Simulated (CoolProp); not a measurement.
The fluid at 298.15 K and 0.187 MPa (gas) is heated at constant pressure to 331.5 K. The same conditions are run with several fluids, on thermodynamics alone (safety and materials aside).

Computed with CoolProp (reference Helmholtz-energy equation of state of each fluid (carbon monoxide: Lemmon 2006; R22: Kamei 1995; oxygen: Schmidt 1985; R507A: Lemmon 2003; carbon dioxide: Span 1996)). Blends and air are pseudo-pure fits.

### Question
Rank carbon monoxide, R22, oxygen, R507A, carbon dioxide by heat (kJ/kg), highest first.

### Answer
carbon monoxide (34.8), oxygen (30.8), R507A (30.3), carbon dioxide (29.1), R22 (22.9)

| fluid | final density (kg/m³) |
|---|---|
| carbon monoxide | 1.90 |
| R22 | 5.98 |
| oxygen | 2.17 |
| R507A | 6.85 |
| carbon dioxide | 3.01 |

Above 300 K oxygen's equation is extrapolated.
